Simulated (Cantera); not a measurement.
An isothermal, constant-pressure homogeneous reactor starts with H₂ : O₂ : N₂ = 0.01 : 1 : 0.79 (molar parts), equivalence ratio 0.0050, at 925 K and 4.50 Torr.

Computed with Cantera and the H2/O2 subset of GRI-Mech 3.0, which has no nitrogen chemistry. Radical loss at walls, strong at low pressure, is not modelled. Below about 950 K walls govern HO2 and H2O2 in real vessels.

x: mole fraction; the columns are a selection and need not sum to one.

```json
[
 {"t (s)": "0.000300", "x H₂": "0.00556", "x O₂": "0.556", "x H₂O₂": "<1e-12", "x H": "<1e-12", "x OH": "<1e-12"},
 {"t (s)": "0.000591", "x H₂": "0.00556", "x O₂": "0.556", "x H₂O₂": "<1e-12", "x H": "<1e-12", "x OH": "<1e-12"},
 {"t (s)": "0.00116", "x H₂": "0.00556", "x O₂": "0.556", "x H₂O₂": "<1e-12", "x H": "1.06e-12", "x OH": "<1e-12"},
 {"t (s)": "0.00229", "x H₂": "0.00556", "x O₂": "0.556", "x H₂O₂": "<1e-12", "x H": "1.67e-12", "x OH": "1.87e-12"},
 {"t (s)": "0.00451", "x H₂": "0.00556", "x O₂": "0.556", "x H₂O₂": "<1e-12", "x H": "2.98e-12", "x OH": "4.91e-12"},
 {"t (s)": "0.00887", "x H₂": "0.00556", "x O₂": "0.556", "x H₂O₂": "<1e-12", "x H": "7.16e-12", "x OH": "1.46e-11"},
 {"t (s)": "0.0175", "x H₂": "0.00556", "x O₂": "0.556", "x H₂O₂": "<1e-12", "x H": "3.22e-11", "x OH": "7.24e-11"},
 {"t (s)": "0.0344", "x H₂": "0.00556", "x O₂": "0.556", "x H₂O₂": "<1e-12", "x H": "5.42e-10", "x OH": "1.25e-9"},
 {"t (s)": "0.0677", "x H₂": "0.00555", "x O₂": "0.556", "x H₂O₂": "<1e-12", "x H": "1.35e-7", "x OH": "3.12e-7"},
 {"t (s)": "0.133", "x H₂": "0.00202", "x O₂": "0.553", "x H₂O₂": "(withheld)", "x H": "0.000751", "x OH": "0.000428"},
 {"t (s)": "0.262", "x H₂": "5.35e-5", "x O₂": "0.553", "x H₂O₂": "(withheld)", "x H": "0.000283", "x OH": "0.000148"},
 {"t (s)": "0.516", "x H₂": "1.47e-5", "x O₂": "0.553", "x H₂O₂": "(withheld)", "x H": "8.56e-5", "x OH": "8.21e-5"},
 {"t (s)": "1.02", "x H₂": "5.79e-6", "x O₂": "0.554", "x H₂O₂": "(withheld)", "x H": "2.31e-5", "x OH": "5.13e-5"},
 {"t (s)": "2.00", "x H₂": "1.95e-6", "x O₂": "0.554", "x H₂O₂": "(withheld)", "x H": "4.77e-6", "x OH": "3.00e-5"}
]
```

Q: Complete the blanks.

A: 
- 0.133, x H₂O₂: 4.08e-8
- 0.262, x H₂O₂: 7.08e-9
- 0.516, x H₂O₂: 4.33e-9
- 1.02, x H₂O₂: 3.93e-9
- 2.00, x H₂O₂: 3.55e-9
